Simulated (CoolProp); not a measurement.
n-perfluoropentane at several states: fugacity coefficient from the reference equation and from simpler models built on Tc = 421.0 K, pc = 2.063 MPa, ω = 0.436; each cubic takes its own stable root.

Model: reference Helmholtz-energy equation of state, Gao 2022, in CoolProp.

```
T (K)  p (MPa)   phase  reference
-----  -------  ------  ---------
222        6.2  liquid  0.0003628
217.5   0.0167  liquid    0.05559
375.7     3.08  liquid     0.2480
212.6   0.0363  liquid    0.01692
```

**Question.** How far does each simpler model (Redlich-Kwong, Soave-Redlich-Kwong) lie from the reference over these 4 states: mean and median of the absolute difference, and the worst?

**Answer.** 
- Redlich-Kwong: mean 529.6 %, median 663.3 %, worst +767.0 % at 212.6 K and 0.0363 MPa
- Soave-Redlich-Kwong: mean 2.1 %, median 2.0 %, worst +4.2 % at 222 K and 6.2 MPa
